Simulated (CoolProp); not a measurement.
Values from CoolProp's reference Helmholtz-energy equation of state, Leachman 2009.

Question: For normal hydrogen, give the phase and the cv (kJ/(kg K)), speed of sound (m/s), isothermal compressibility (1/MPa), expansivity (1/kK) at 36.3 K and 12.2 bar; 36.3 K and 14.2 bar.

Answer: 
- 36.3 K and 12.2 bar: gas; cv 6.86, speed of sound 449, isothermal compressibility 1.29, expansivity 75.7
- 36.3 K and 14.2 bar: supercritical; cv 7.10, speed of sound 441, isothermal compressibility 1.33, expansivity 106
